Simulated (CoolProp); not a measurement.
Properties of CH2F2 (R32) along the isobar 3900 kPa (Tc = 351.3 K, pc = 5783 kPa, ω = 0.277).

Values from CoolProp's reference Helmholtz-energy equation of state, Tillner-Roth 1997.

```tsv
T (K)	phase	cp (kJ/(kg K))	conductivity (mW/(m K))	Prandtl number	fugacity coefficient
198.8	liquid	1.556	210	3.24	0.007574
214.9	liquid	1.568	200	2.68	0.01943
231.1	liquid	1.590	188	2.29	0.04269
247.3	liquid	1.623	177	2.02	0.08258
263.4	liquid	1.671	164	1.82	0.1436
279.6	liquid	1.742	152	1.69	0.2304
295.7	liquid	1.851	139	1.61	0.3437
311.9	liquid	2.046	125	1.60	0.4840
328.1	liquid	2.560	109	1.79	0.6461
344.2	gas	2.065	27.4	1.27	0.7327
360.4	gas	1.605	26.5	1.04	0.7741
376.5	gas	1.425	26.9	0.930	0.8069
392.7	gas	1.334	27.9	0.864	0.8339
408.8	gas	1.284	29.3	0.819	0.8563
425	gas	1.258	30.8	0.786	0.8753
```

Viscosity comes from a separate model (Bell 2016), an estimate that may be off by 10 % or more. Thermal conductivity comes from a separate model (Huber 2003), an estimate that may be off by 10 % or more.
